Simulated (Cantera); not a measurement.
Mixture: 9.41 % C₂H₄, 14.1 % O₂, 69.1 % N₂, 7.34 % H₂O, equivalence ratio 2.0, at 1.01 bar, adiabatic and at constant pressure. Ignition delay is the time to a rise of 400 K.

Cantera simulation using GRI-Mech 3.0 (53 species, 325 reactions); the numbers are that mechanism's predictions, not measurements. GRI-Mech 3.0 was tuned for natural gas; its chemistry of ethylene as a main component is partial and can be far from experiment. Where the delays flatten at high temperature, the 400 K rule measures the pace of heat release, not the induction time.

**Question.** Predict: delay at 1225 K; delay at 1300 K; delay at 1375 K; delay at 1450 K; delay at 1525 K; delay at 1600 K; delay at 1675 K; apparent activation energy between 1525 and 1675 K.

**Answer.** 
- delay at 1225 K = 0.340 ms
- delay at 1300 K = 0.105 ms
- delay at 1375 K = 56.4 µs
- delay at 1450 K = 37.2 µs
- delay at 1525 K = 27.1 µs
- delay at 1600 K = 20.9 µs
- delay at 1675 K = 16.7 µs
- apparent activation energy between 1525 and 1675 K = 68 kJ/mol
